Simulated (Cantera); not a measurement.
Feed: 1 mol C2H2, 2.6 mol NH3, 9.9 mol H2, 2.1 mol H2O, equilibrated at 7500 Torr.

These are equilibrium values from Cantera (NASA tables, ideal gas, pure condensed phases), not measurements of a reactor. Candidate condensed phases: C, C6H6, C7H8, C8H18, H2O; 169 gas species. Ions and electrons are included (thermal ionisation). Rates play no part.

x: gas mole fraction; nothing condenses.

| T (K) | x H2 | x H | x CO | x N2 | x H2O | x O | x N |
|---|---|---|---|---|---|---|---|
| 3000 | 0.791 | 0.0444 | 0.0967 | 0.0629 | 0.00475 | 3.04e-6 | 1.10e-6 |
| 3500 | … | … | 0.0912 | 0.0593 | … | … | … |
| 4000 | 0.504 | 0.358 | 0.0811 | 0.0526 | 0.00255 | 0.000422 | 0.000129 |
| 4500 | … | … | … | … | … | … | … |
| 5000 | 0.138 | 0.756 | 0.0607 | 0.0385 | 0.000187 | 0.00243 | 0.00206 |

Q: Complete the blanks.

A: 
- 3500, x H2: 0.690
- 3500, x H: 0.155
- 3500, x H2O: 0.00408
- 3500, x O: 5.54e-5
- 3500, x N: 1.71e-5
- 4500, x H2: 0.291
- 4500, x H: 0.590
- 4500, x CO: 0.0694
- 4500, x N2: 0.0448
- 4500, x H2O: 0.000873
- 4500, x O: 0.00137
- 4500, x N: 0.000602
